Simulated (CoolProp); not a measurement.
Computed with CoolProp (reference Helmholtz-energy equation of state, Gao 2016).

Problem. For sulfur dioxide, give the phase and the cp (kJ/(kg K)), isothermal compressibility (1/MPa), expansivity (1/kK), fugacity coefficient at 165.05 °C and 9920 kPa; 251.85 °C and 9920 kPa.

Solution. 
- 165.05 °C and 9920 kPa: supercritical; cp 4.21, isothermal compressibility 0.116, expansivity 25.4, fugacity coefficient 0.586
- 251.85 °C and 9920 kPa: supercritical; cp 1.13, isothermal compressibility 0.132, expansivity 4.62, fugacity coefficient 0.800
